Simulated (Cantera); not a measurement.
Input: 1 mol SiH2Cl2, 0.25 mol H2O, 93 mol H2, at 7.80 mbar.

Cantera equilibrium calculation (NASA polynomials, part measured and part estimated; ideal gas, pure solids and liquids). Candidate condensed phases: H2O, Si, SiO2; 30 gas species. Mutual solubility and eutectic melting of coexisting phases are not modelled. The tables hold silica as quartz up to 1696 K and as liquid above; real silica turns to tridymite and cristobalite and melts near 1996 K. Gases not in the tables: Si2H6 and higher silanes. The numbers say what is thermodynamically allowed, not how fast it happens.

Question: What share of the Si ends up in condensed phases as a function of T (K), at 673, 773, 873, 973, 1073, 1173, 1273, 1373, 1473, 1573, 1673, 1773, 1873?

Answer: 
```
T (K)  Si condensed (%)                      as
-----  ----------------  ----------------------
673                46.3  Si(s) + SiO2(α-quartz)
773                49.4  Si(s) + SiO2(α-quartz)
873                58.0  Si(s) + SiO2(β-quartz)
973                73.7  Si(s) + SiO2(β-quartz)
1073               87.5  Si(s) + SiO2(β-quartz)
1173               90.5  Si(s) + SiO2(β-quartz)
1273               85.9  Si(s) + SiO2(β-quartz)
1373               64.9                   Si(s)
1473               64.2                   Si(s)
1573               63.4                   Si(s)
1673               62.2                   Si(s)
1773               60.5                   Si(l)
1873               51.9                   Si(l)
```
